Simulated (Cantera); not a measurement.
Cantera run, input and output.

```python
import numpy as np
import cantera as ct

gas = ct.Solution("gri30.yaml")
gas.TPX = 1150, 101325, {'CH4': 1, 'O2': 2.02, 'N2': 7.6}
reactor = ct.IdealGasReactor(gas, energy="on", clone=False)
net = ct.ReactorNet([reactor])
net.rtol, net.atol = 1e-08, 1e-16
show = ['CH4', 'O2', 'HCO', 'C2H6', 'CH2', 'OH']
times = np.geomspace(3e-06, 0.8, 12)

steps = ct.SolutionArray(gas, extra=["t"])
rows = []
print(f"{'t/s':>10s}{'T/K':>9s}{'P/Pa':>11s}" + "".join(f"{s:>11s}" for s in show))
for t in times:
    while net.time < t:
        t_next = net.step()
        steps.append(gas.state, t=t_next)
    rows.append([np.interp(t, steps.t, y) for y in (steps.T, steps.P, *steps(*show).X.T)])
    print(f"{t:10.3e}{rows[-1][0]:9.1f}{rows[-1][1]:11.4g}" + "".join(f"{x:11.3e}" for x in rows[-1][2:]))
rate = np.gradient(steps.T, steps.t)
print("integrator steps:", len(steps.t))
if steps.T.max() > steps.T[0] + 200:
    print(f"time of steepest temperature rise: {steps.t[rate.argmax()]:.4e} s")
gas.TPX = 1150, 101325, {'CH4': 1, 'O2': 2.02, 'N2': 7.6}
gas.equilibrate("UV")
print(f"equilibrium (UV): T = {gas.T:.1f} K  " + "  ".join(f"{s} {gas[s].X[0]:.3e}" for s in show))
```

Result:

```
       t/s      T/K       P/Pa        CH4         O2        HCO       C2H6        CH2         OH
 3.000e-06   1150.0  1.013e+05  9.416e-02  1.902e-01  2.120e-19  5.887e-17  9.524e-21  7.593e-13
 9.341e-06   1150.0  1.013e+05  9.416e-02  1.902e-01  2.154e-18  1.790e-15  7.673e-20  1.732e-12
 2.908e-05   1150.0  1.013e+05  9.416e-02  1.902e-01  2.139e-17  5.464e-14  6.680e-19  4.433e-12
 9.056e-05   1150.0  1.013e+05  9.416e-02  1.902e-01  2.149e-16  1.723e-12  6.717e-18  1.381e-11
 2.820e-04   1150.0  1.013e+05  9.416e-02  1.902e-01  2.277e-15  5.778e-11  8.080e-17  5.165e-11
 8.780e-04   1150.0  1.013e+05  9.416e-02  1.902e-01  3.002e-14  2.595e-09  1.449e-15  2.413e-10
 2.734e-03   1150.0  1.013e+05  9.416e-02  1.902e-01  7.007e-13  2.119e-07  4.123e-14  1.276e-09
 8.512e-03   1150.2  1.013e+05  9.412e-02  1.902e-01  1.008e-11  5.959e-06  1.856e-13  2.702e-09
 2.650e-02   1151.4  1.015e+05  9.393e-02  1.900e-01  7.344e-11  4.370e-05  5.323e-13  5.780e-09
 8.252e-02   1185.3  1.045e+05  8.933e-02  1.865e-01  6.730e-09  7.804e-04  6.129e-11  1.646e-07
 2.569e-01   2805.6  2.571e+05  5.929e-15  1.832e-02  6.081e-08  1.097e-28  3.581e-14  1.800e-02
 8.000e-01   2805.6  2.571e+05  5.929e-15  1.832e-02  6.081e-08  1.097e-28  3.581e-14  1.800e-02
integrator steps: 2440
time of steepest temperature rise: 9.0413e-02 s
equilibrium (UV): T = 2805.6 K  CH4 7.700e-15  O2 1.832e-02  HCO 6.081e-08  C2H6 1.741e-28  CH2 3.906e-14  OH 1.800e-02
```

Computed with Cantera and GRI-Mech 3.0 (53 species, 325 reactions).
